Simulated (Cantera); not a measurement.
A freely propagating, adiabatic, planar premixed flame of 28.3 % H2, 15.1 % O2, 56.6 % N2, unburnt at 723 K and 97.5 Torr; multicomponent+Soret transport, grid criteria slope 0.08 and curve 0.16, no radiation.

Cantera simulation using the H2/O2 subset of GRI-Mech 3.0, which has no nitrogen chemistry; the numbers are that mechanism's predictions, not measurements. Burning velocities carry a grid error of a few per cent, more on coarse grids.

Predict: laminar burning velocity; thermal thickness; peak x(HO2); peak x(OH); peak x(H2O2).


- laminar burning velocity: 835 cm/s
- thermal thickness: 7.66 mm
- peak x(HO2): 3.15e-5
- peak x(OH): 0.0214
- peak x(H2O2): 9.05e-7
